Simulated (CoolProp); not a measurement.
The numbers come from the reference Helmholtz-energy equation of state, Schmidt 1985 in CoolProp.

### Question
Give the vapour pressure (MPa), surface tension (mN/m), liquid viscosity (µPa s) of saturated oxygen at -167.85, -140.95, -133.25 °C.

### Answer
| T (°C) | p (MPa) | surface tension (mN/m) | liquid viscosity (µPa s) |
|---|---|---|---|
| -167.85 | 0.387 | 9.47 | 135 |
| -140.95 | 1.95 | 3.60 | 73.6 |
| -133.25 | 2.78 | 2.15 | 60.4 |

Viscosity comes from a separate model (Lemmon 2004). Surface tension comes from a separate correlation (Mulero 2012).
